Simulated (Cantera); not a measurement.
Input: 1 mol TiCl4, 2.1 mol CH4, 1.4 mol H2, equilibrated at 10.0 mbar.

These are equilibrium values from Cantera (NASA tables, ideal gas, pure condensed phases), not measurements of a reactor. Candidate condensed phases: C, C6H6, C7H8, C8H18, Ti, TiC, TiCl2, TiCl3, TiCl4; 96 gas species. The tables' values for TiCl2 are old estimates; treat these amounts as uncertain. TiC: taken at fixed stoichiometry. Rates play no part.

x: gas mole fraction; n: condensed amount in mol.

```csv
T (°C),x H2,x HCl,x TiCl4,x TiCl3,x H,x Cl,n C(graphite),n TiC(s)
777,0.674,0.242,0.0736,0.0105,6.66e-8,2.18e-8,1.69,0.408
852,0.624,0.311,0.0508,0.0143,3.51e-7,1.55e-7,1.57,0.533
927,0.581,0.371,0.0315,0.0167,1.50e-6,8.34e-7,1.45,0.648
1002,0.547,0.418,0.0177,0.0170,5.45e-6,3.54e-6,1.36,0.742
1077,0.524,0.451,0.00930,0.0157,1.72e-5,1.24e-5,1.29,0.813
1152,0.509,0.473,0.00472,0.0135,4.87e-5,3.70e-5,1.24,0.863
1227,0.499,0.487,0.00241,0.0112,0.000124,9.78e-5,1.20,0.897
1302,0.493,0.496,0.00126,0.00918,0.000292,0.000233,1.18,0.920
1377,0.488,0.502,0.000679,0.00752,0.000635,0.000512,1.16,0.936
1452,0.485,0.506,0.000380,0.00618,0.00129,0.00104,1.15,0.947
1527,0.482,0.507,[?],[?],[?],[?],1.14,0.955
1602,0.480,0.507,[?],[?],[?],[?],1.14,0.960
1677,0.477,0.504,8.06e-5,0.00353,0.00792,0.00627,1.13,0.963
1752,0.473,0.498,5.01e-5,0.00292,0.0132,0.0104,1.13,0.964
```

Q: Fill in the missing entries.

A: 
- 1527, x TiCl4: 0.000221
- 1527, x TiCl3: 0.00511
- 1527, x H: 0.00249
- 1527, x Cl: 0.00200
- 1602, x TiCl4: 0.000132
- 1602, x TiCl3: 0.00424
- 1602, x H: 0.00454
- 1602, x Cl: 0.00363
